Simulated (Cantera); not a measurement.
Catalytic stagnation flow on Pt

A jet of 2.49 % CH₄, 7.94 % O₂, 89.6 % N₂ at 300 K and 17000 Pa hits a platinum plate 2.2 cm away at a mass flux of 0.13 kg/m²/s; the plate temperature is set and raised in steps from an oxygen-covered start.

Computed with Cantera and Deutschmann's 1995 Pt surface mechanism with GRI-Mech 3.0 gas chemistry. Catalytic surfaces can have several steady states; this one follows from the mechanism file's or the stated starting coverage.

```tsv
plate T (K)	wall x CH₄	wall x O₂	wall x H₂O	wall x OH	wall x CO	wall x CO₂	θ free Pt	θ O*	θ OH*
950	0.0137	0.0554	0.0210	5.81e-8	7.22e-6	0.0138	0.270	0.728	0.00144
1000	0.0103	0.0484	0.0271	1.61e-7	7.50e-6	0.0178	0.346	0.653	0.00146
1050	0.00792	0.0433	0.0315	3.92e-7	7.74e-6	0.0208	0.420	0.578	0.00138
1100	0.00622	0.0397	0.0346	8.57e-7	8.10e-6	0.0228	0.492	0.507	0.00126
1150	0.00505	0.0373	0.0366	1.72e-6	8.69e-6	0.0242	0.560	0.439	0.00112
1200	0.00423	0.0356	0.0381	3.22e-6	9.57e-6	0.0251	0.622	0.377	0.000977
```
x: mole fraction at the wall; θ: surface coverage.
